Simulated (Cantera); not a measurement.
A Cantera script and what it prints.

```python
import numpy as np
import cantera as ct

gas_names = [...]  # 123 gases of nasa_gas.yaml made of C, H, O, S
cond_names = """
    C(gr) C6H6(L) C7H8(L) C8H18(L),n-octa H2O(s) H2O(L) H2SO4(L) S(cr1) S(cr2) S(L)
""".split()


# ... load() reads the species with a 1 bar reference pressure and builds the phases ...
atoms = {
    'CS2': {'C': 1, 'S': 2},
    'O2': {'O': 2},
    'H2': {'H': 2},
}
top_T = {'C(gr)': 4500}  # K; cautious upper limits of use, not melting points


# ... equilibrate(T, P, feed) seeds the gas with the atoms and calls Mixture.equilibrate('TP', solver="vcs", rtol=1e-11, max_steps=5000) ...
results = []
T = 848  # K
P = 910  # Pa
for m in [0.5, 0.56, 0.63, 0.71, 0.8, 0.9, 1, 1.1, 1.3, 1.4, 1.6, 1.8, 2]:
    feed = {'CS2': 1, 'O2': m, 'H2': 0.075}  # mol
    mix = equilibrate(T, P, feed)
    results.append((T, P, feed, dict(zip(mix.species_names, mix.species_moles))))
    x = sorted(zip(gas.X, gas.species_names), reverse=True)
    print(f"T = {T:g} K  P = {P:g} Pa  n(O2) = {m:g} mol  gas = {mix.phase_moles(0):.4g} mol")
    print("   x: " + "  ".join(f"{s} {v:.3e}" for v, s in x if v > 0.0001))
    print("   condensed (mol): " + ("  ".join(f"{mix.phase(i).name} {mix.phase_moles(i):.4g}"
          for i in range(1, mix.n_phases) if mix.phase_moles(i) > 1e-12) or "none"))
```

Output:

```
T = 848 K  P = 910 Pa  n(O2) = 0.5 mol  gas = 1.652 mol
   x: S2 3.494e-01  COS 2.360e-01  CO 1.382e-01  CS2 1.156e-01  CO2 1.153e-01  H2S 4.432e-02  H2 8.386e-04  H2O 2.263e-04
   condensed (mol): none
T = 848 K  P = 910 Pa  n(O2) = 0.56 mol  gas = 1.708 mol
   x: S2 3.705e-01  COS 2.256e-01  CO2 1.508e-01  CO 1.283e-01  CS2 8.080e-02  H2S 4.283e-02  H2 7.869e-04  H2O 2.990e-04
   condensed (mol): none
T = 848 K  P = 910 Pa  n(O2) = 0.63 mol  gas = 1.768 mol
   x: S2 3.920e-01  COS 2.045e-01  CO2 1.973e-01  CO 1.131e-01  CS2 5.070e-02  H2S 4.126e-02  H2 7.371e-04  H2O 4.161e-04
   condensed (mol): none
T = 848 K  P = 910 Pa  n(O2) = 0.71 mol  gas = 1.832 mol
   x: S2 4.133e-01  CO2 2.558e-01  COS 1.707e-01  CO 9.194e-02  H2S 3.962e-02  CS2 2.726e-02  H2 6.892e-04  H2O 6.205e-04
   condensed (mol): none
T = 848 K  P = 910 Pa  n(O2) = 0.8 mol  gas = 1.9 mol
   x: S2 4.341e-01  CO2 3.260e-01  COS 1.239e-01  CO 6.513e-02  H2S 3.779e-02  CS2 1.127e-02  H2O 1.039e-03  H2 6.415e-04
   condensed (mol): none
T = 848 K  P = 910 Pa  n(O2) = 0.9 mol  gas = 1.971 mol
   x: S2 4.545e-01  CO2 4.059e-01  COS 6.535e-02  H2S 3.518e-02  CO 3.356e-02  CS2 2.517e-03  H2O 2.284e-03  H2 5.837e-04
   condensed (mol): none
T = 848 K  P = 910 Pa  n(O2) = 1 mol  gas = 2.04 mol
   x: CO2 4.731e-01  S2 4.699e-01  H2S 2.525e-02  COS 1.125e-02  H2O 1.110e-02  CO 5.681e-03  SO2 2.690e-03  S2O 5.762e-04  H2 4.119e-04
   condensed (mol): none
T = 848 K  P = 910 Pa  n(O2) = 1.1 mol  gas = 2.098 mol
   x: CO2 4.723e-01  S2 4.478e-01  SO2 3.763e-02  H2O 2.240e-02  H2S 1.314e-02  COS 2.895e-03  S2O 2.079e-03  CO 1.498e-03  H2 2.196e-04
   condensed (mol): none
T = 848 K  P = 910 Pa  n(O2) = 1.3 mol  gas = 2.2 mol
   x: CO2 4.524e-01  S2 3.854e-01  SO2 1.226e-01  H2O 2.631e-02  H2S 7.641e-03  S2O 3.353e-03  COS 1.373e-03  CO 7.657e-04  H2 1.377e-04
   condensed (mol): none
T = 848 K  P = 910 Pa  n(O2) = 1.4 mol  gas = 2.25 mol
   x: CO2 4.426e-01  S2 3.553e-01  SO2 1.634e-01  H2O 2.685e-02  H2S 6.356e-03  S2O 3.641e-03  COS 1.095e-03  CO 6.359e-04  H2 1.192e-04
   condensed (mol): none
T = 848 K  P = 910 Pa  n(O2) = 1.6 mol  gas = 2.351 mol
   x: CO2 4.241e-01  S2 2.986e-01  SO2 2.403e-01  H2O 2.715e-02  H2S 4.651e-03  S2O 3.876e-03  COS 7.591e-04  CO 4.810e-04
   condensed (mol): none
T = 848 K  P = 910 Pa  n(O2) = 1.8 mol  gas = 2.452 mol
   x: CO2 4.069e-01  SO2 3.114e-01  S2 2.463e-01  H2O 2.699e-02  S2O 3.820e-03  H2S 3.516e-03  COS 5.540e-04  CO 3.864e-04
   condensed (mol): none
T = 848 K  P = 910 Pa  n(O2) = 2 mol  gas = 2.552 mol
   x: CO2 3.911e-01  SO2 3.771e-01  S2 1.982e-01  H2O 2.664e-02  S2O 3.570e-03  H2S 2.678e-03  COS 4.109e-04  CO 3.196e-04
   condensed (mol): none
```

Cantera equilibrium calculation (NASA polynomials, part measured and part estimated; ideal gas, pure solids and liquids). Gases not in the tables: S3 to S7.
